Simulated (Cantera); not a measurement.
Input: 1 mol CH2F2, 1 mol HCl, at 2177 °C and 1000 Pa.

Equilibrium computed with Cantera from the NASA thermochemical tables; the gas is ideal and each condensed phase is pure. Candidate condensed phases: C, C6H6, C7H8, C8H18; 118 gas species. Kinetics and transport are ignored.

Base state: HF 0.610, HCl 0.180, Cl 0.125, H2 0.0422, H 0.0412, F 0.00109, C2H2 (acetylene) 0.000368, CF 3.05e-5 (mole fractions); condensed: C(graphite).

**Question.** What changes in the equilibrium state with this change: temperature from 2177 °C to 550 °C?

**Answer.** 
```
species             before    after
----------------  --------  -------
HF                   0.610    0.667
HCl                  0.180    0.333
H2                  0.0422  1.79e-7
Cl                   0.125  5.91e-8
H                   0.0412    <1e-9
F                  0.00109    <1e-9
C2H2 (acetylene)  0.000368    <1e-9
CF                 3.05e-5    <1e-9
C2H                2.32e-5    <1e-9
C(graphite), mol     0.997     1.00
```
